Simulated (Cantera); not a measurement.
An adiabatic, constant-volume homogeneous reactor starts with 12.0 % CH4, 18.5 % O2, 69.5 % N2, equivalence ratio 1.3, at 1798 K and 19500 Torr.

Cantera simulation using GRI-Mech 3.0 (53 species, 325 reactions); the numbers are that mechanism's predictions, not measurements. The pressure lies above the range GRI-Mech 3.0 was tuned for (to about 10 atm). Above 3000 K some thermodynamic fits are extrapolated.

Predict: time of steepest temperature rise; temperature at 2.00 s; equilibrium temperature; x(O2) at 2.00 s; x(H) at 2.00 s; x(CH2O) at 2.00 s; x(HO2) at 2.00 s.


| Quantity | Result |
|---|---|
| time of steepest temperature rise | 7.50 µs |
| temperature at 2.00 s | 3342 K |
| equilibrium temperature | 3342 K |
| x(O2) at 2.00 s | 0.00374 (gas-phase equilibrium 0.00374) |
| x(H) at 2.00 s | 0.0122 (gas-phase equilibrium 0.0122) |
| x(CH2O) at 2.00 s | 7.69e-8 (gas-phase equilibrium 7.69e-8) |
| x(HO2) at 2.00 s | 1.23e-5 (gas-phase equilibrium 1.23e-5) |
